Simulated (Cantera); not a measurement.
Charge: 1 mol BCl₃, 28 mol N₂, 1.3 mol H₂, at 1698 K and 13.3 mbar.

Cantera equilibrium calculation (NASA polynomials, part measured and part estimated; ideal gas, pure solids and liquids). Candidate condensed phases: B, BN, NH₄Cl; 21 gas species. The tables' values for BCl₂, BCl are old estimates; treat these amounts as uncertain. Gases not in the tables: BHCl₂. Kinetics and transport are ignored.

Base state: N₂ 0.909, HCl 0.0814, BCl₃ 0.00498, H₂ 0.00213, Cl 0.00172, BCl₂ 0.000314, BCl 0.000209, H 5.78e-5 (mole fractions); condensed: BN(s).

Q: What changes in the equilibrium state with this change: BCl₃ replaced by BF₃?

A: 
| species | before | after |
|---|---|---|
| N₂ | 0.909 | 0.921 |
| H₂ | 0.00213 | 0.0388 |
| BF₃ | 0 | 0.0272 |
| HCl | 0.0814 | 0 |
| HF | 0 | 0.00730 |
| BCl₃ | 0.00498 | 0 |
| BN(s), mol | 0.833 | 0.0112 |
The tables' values for BF₂ are old estimates; treat these amounts as uncertain.
